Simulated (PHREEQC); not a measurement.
Synthetic water in mg/L, 25 °C, pH 6.28, pe 8.4:

| constituent | mg/L |
|---|---|
| Na | 0.0654 |
| K | 0.000966 |
| Ca | 0.201 |
| Mg | 0.02 |
| Cl | 0.124 |
| S(6) as SO4 | 0.0627 |
| Alkalinity as HCO3 | 0.579 |
| N(5) as NO3 | 0.000115 |
| Cd | 0.00119 |

Valence states are taken as typed.

Equilibrium calculation in PHREEQC: ion-association model, phreeqc.dat.

ionic strength: 2.14e-5 mol/kgw
charge-balance error: 0.9 %

```
species  molality  activity   log γ
-------  --------  --------  ------
CO2       1.17e-5   1.17e-5   0.000
HCO3-     1.00e-5   9.94e-6  -0.002
Ca+2      5.01e-6   4.91e-6  -0.009
Cl-       3.50e-6   3.48e-6  -0.002
Na+       2.84e-6   2.83e-6  -0.002
Mg+2      8.22e-7   8.05e-7  -0.009
SO4-2     6.52e-7   6.38e-7  -0.009
H+        5.28e-7   5.25e-7  -0.002
K+        2.47e-8   2.46e-8  -0.002
OH-       1.94e-8   1.93e-8  -0.002
Cd+2      1.06e-8   1.04e-8  -0.009
NO3-      1.85e-9   1.84e-9  -0.002
```

No solid was allowed to form. Species that the database lacks are ignored.
